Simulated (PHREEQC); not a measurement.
A solution holds 6.4 mmol/kgw NaHS, at 25 °C. Closed to the air; pH follows from the charge balance.

Computed with PHREEQC (ion-association model, wateq4f.dat).

This is a speciation only: nothing precipitates in the calculation.

**Question.** Predict the pH.

**Answer.** pH 9.32.

Complexes and solids missing from the database can't appear. The polysulfide entries of wateq4f.dat were taken out for this run.
